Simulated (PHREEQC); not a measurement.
PHREEQC input (ion-association model, wateq4f.dat):

```
SOLUTION_MASTER_SPECIES
  Amm  AmmH+  0  AmmH  17.031  # ammonia with no redox link, constants of NH4+
SOLUTION_SPECIES
  AmmH+ = AmmH+
    -log_k 0
  AmmH+ = Amm + H+
    -log_k -9.252
    -delta_h 12.48 kcal
    -analytic 0.6322 -0.001225 -2835.76
    -gamma 2.5 0.0
  AmmH+ + SO4-2 = AmmHSO4-
    -log_k 1.11
    -gamma 5.0 0.0
PHASES
  Amm(g)
    Amm = Amm
    -log_k 1.770
    -delta_h -8.170 kcal
EXCHANGE_SPECIES
  AmmH+ + X- = AmmHX
    -log_k 0.6
SOLUTION 1
  temp 25
  units mmol/kgw
  pH 7 charge
  F 109.4
  K 2.2
  Si 9.7
  Amm 19.4
SOLUTION 2
  temp 25
  units mmol/kgw
  pH 7 charge
  Se(6) 0.41
  Na 0.82
END
SELECTED_OUTPUT 1
  -reset false
  -pH true
  -pe true
  -ionic_strength true
  -water true
  -totals Amm F K Na Se Si Se(-2) Se(4) Se(6)
  -molalities H+ F- K+ Na+ SeO4-2 H4SiO4 H3SiO4- H2SiO4-2 O2 OH-
    SiF6-2 HF HF2- H2F2 NaF HSe- H2Se SeO3-2 H2SeO3 HSeO3-
    HSeO4- AmmH+ Amm
  -equilibrium_phases Quartz
PRINT
  -reset false
MIX 1
  1 1
  2 0
EQUILIBRIUM_PHASES 1
  Quartz 0 0
  O2(g) -0.68 10
END
# ... the last block is repeated for the other 10 points of share of solution B
```

Selected output (columns that matter, 9 of 11 rows; share of solution B added in front):

```
share of solution B	pH	mu	Amm	F	K	Na	Se	Si	m_H+	m_F-	m_K+	m_Na+	m_SeO4-2	m_OH-
0	2.3472	0.036489	0.0194	0.1094	0.0022	0	0	0.0097	0.0051888	0.0064839	0.0022	0	0	2.6725e-12
0.1	2.3681	0.033212	0.01746	0.09846	0.00198	8.2e-05	4.1e-05	0.00873	0.004924	0.0061315	0.00198	8.1797e-05	3.6677e-05	2.7851e-12
0.2	2.3917	0.029919	0.01552	0.08752	0.00176	0.000164	8.2e-05	0.00776	0.0046417	0.0057565	0.00176	0.00016361	7.3616e-05	2.9191e-12
0.4	2.4505	0.023266	0.01164	0.06564	0.00132	0.000328	0.000164	0.00582	0.0040097	0.0049206	0.00132	0.00032732	0.00014853	3.2868e-12
0.5	2.4886	0.019895	0.0097	0.0547	0.0011	0.00041	0.000205	0.00485	0.0036488	0.0044461	0.0011	0.00040921	0.00018669	3.5535e-12
0.6	2.5362	0.016482	0.00776	0.04376	0.00088	0.000492	0.000246	0.00388	0.0032455	0.0039196	0.00088	0.00049115	0.00022555	3.9214e-12
0.8	2.6905	0.0094503	0.00388	0.02188	0.00044	0.000656	0.000328	0.00194	0.0022286	0.002617	0.00044	0.0006552	0.00030685	5.4376e-12
0.9	2.8553	0.0057116	0.00194	0.01094	0.00022	0.000738	0.000369	0.00097	0.0015003	0.00173	0.00022	0.00073738	0.0003514	7.7838e-12
1	7.0027	0.0012301	0	0	0	0.00082	0.00041	0	1.0315e-07	0	0	0.00082	0.00041	1.0481e-07
```

wateq4f.dat counts part of the HF as a dimer, H2F2, which phreeqc.dat doesn't know; its constant is uncertain. SiF6-2 is the database's only silicon fluoride.
